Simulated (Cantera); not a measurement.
# Adiabatic ignition

An adiabatic, constant-volume homogeneous reactor starts with 12.8 % C2H4, 17.5 % O2, 65.9 % N2, 3.85 % CO2, at 1175 K and 0.217 atm.

Model: GRI-Mech 3.0 (53 species, 325 reactions), integrated in Cantera. GRI-Mech 3.0 was tuned for natural gas; its chemistry of ethylene as a main component is partial and can be far from experiment.

```csv
t (s),T (K),P (bar),x C2H4,x O2,x CO2,x H2,x CH3,x NO,x C2H2
3.00e-6,1175,0.220,0.128,0.175,0.0385,1.38e-9,<1e-12,<1e-12,1.38e-9
1.50e-5,1175,0.220,0.128,0.175,0.0385,6.90e-9,<1e-12,<1e-12,6.90e-9
7.54e-5,1175,0.220,0.128,0.175,0.0385,3.46e-8,1.74e-11,<1e-12,3.46e-8
0.000378,1175,0.220,0.128,0.175,0.0385,1.77e-7,3.25e-9,<1e-12,1.74e-7
0.00189,2686,0.615,<1e-12,5.77e-5,0.0222,0.120,4.44e-11,0.000716,<1e-12
0.00950,2642,0.606,<1e-12,0.000100,0.0225,0.118,9.09e-12,0.000544,<1e-12
0.0476,2643,0.607,<1e-12,0.000100,0.0225,0.118,9.08e-12,0.000528,<1e-12
0.239,2643,0.607,<1e-12,0.000100,0.0225,0.118,9.08e-12,0.000528,<1e-12
1.20,2643,0.607,<1e-12,0.000100,0.0225,0.118,9.08e-12,0.000528,<1e-12
6.00,2643,0.607,<1e-12,0.000100,0.0225,0.118,9.08e-12,0.000528,<1e-12
```
x: mole fraction; the columns are a selection and need not sum to one.

```yaml
time_of_steepest_temperature_rise: 1.14 ms
temperature at 6.00 s: 2643 K
equilibrium_temperature: 2643 K
x(C2H4) at 6.00 s: <1e-12 (gas-phase equilibrium <1e-12)
x(O2) at 6.00 s: 0.000100 (gas-phase equilibrium 0.000100)
x(CO2) at 6.00 s: 0.0225 (gas-phase equilibrium 0.0225)
```
